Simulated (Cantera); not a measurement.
Input: 1 mol Ta₂O₅, 19 mol H₂, 0.1 mol H₂O, at 1.00 bar.

Method: chemical equilibrium by Gibbs-energy minimisation in Cantera with the NASA 1993 tables (ideal gas, pure condensed phases). Candidate condensed phases: H₂O, Ta, Ta₂O₅; 12 gas species. The numbers say what is thermodynamically allowed, not how fast it happens.

Q: Which condensed phases are stable at each of these points (T (°C)): 925, 1075, 1225, 1375, 1525, 1675, 1825, 1975?

A: 
```json
[
 {"T (°C)": "925", "condensed phases": "Ta₂O₅(s)", "Ta condensed (%)": "100.0"},
 {"T (°C)": "1075", "condensed phases": "Ta₂O₅(s)", "Ta condensed (%)": "100.0"},
 {"T (°C)": "1225", "condensed phases": "Ta₂O₅(s)", "Ta condensed (%)": "100.0"},
 {"T (°C)": "1375", "condensed phases": "Ta₂O₅(s)", "Ta condensed (%)": "100.0"},
 {"T (°C)": "1525", "condensed phases": "Ta₂O₅(s)", "Ta condensed (%)": "100.0"},
 {"T (°C)": "1675", "condensed phases": "Ta₂O₅(s)", "Ta condensed (%)": "100.0"},
 {"T (°C)": "1825", "condensed phases": "Ta₂O₅(l)", "Ta condensed (%)": "100.0"},
 {"T (°C)": "1975", "condensed phases": "Ta₂O₅(l)", "Ta condensed (%)": "100.0"}
]
```

From 925 °C to 1675 °C the condensed part is Ta₂O₅(s). From 1825 °C to 1975 °C the condensed part is Ta₂O₅(l).
